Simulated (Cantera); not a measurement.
A perfectly stirred reactor is fed with C2H6 : N2 = 1 : 4.6 (molar parts), at 100.0 Torr; it is held at 1623 K, and followed from long to short residence time.

Model: GRI-Mech 3.0 (53 species, 325 reactions), integrated in Cantera. GRI-Mech 3.0 stops at C3 and has no aromatics, soot or wall deposition, so with more carbon than oxygen in the feed, carbon stays in small species such as C2H2 where larger ones or solid carbon would form.

x: mole fraction; the columns are a selection and need not sum to one.

| τ (s) | x C2H6 | x C2H4 | x HCN | x C2H2 | x H |
|---|---|---|---|---|---|
| 24 | 2.84e-6 | 0.000412 | 4.11e-6 | 0.128 | … |
| 6.4 | 9.59e-6 | 0.000445 | 2.68e-6 | 0.127 | … |
| 1.7 | 3.12e-5 | 0.000565 | 2.06e-6 | 0.125 | … |
| 0.47 | 9.47e-5 | 0.000915 | 1.71e-6 | 0.122 | … |
| 0.13 | 0.000286 | 0.00190 | 1.39e-6 | 0.118 | … |
| 0.034 | 0.000915 | 0.00476 | 1.03e-6 | 0.110 | … |
| 0.0093 | 0.00285 | 0.0119 | 7.15e-7 | 0.0980 | … |
| 0.0025 | 0.00915 | 0.0277 | 4.76e-7 | 0.0758 | … |

Problem. Complete the blanks.

Solution. 
- 24, x H: 0.000108
- 6.4, x H: 0.000123
- 1.7, x H: 0.000151
- 0.47, x H: 0.000190
- 0.13, x H: 0.000238
- 0.034, x H: 0.000292
- 0.0093, x H: 0.000344
- 0.0025, x H: 0.000386
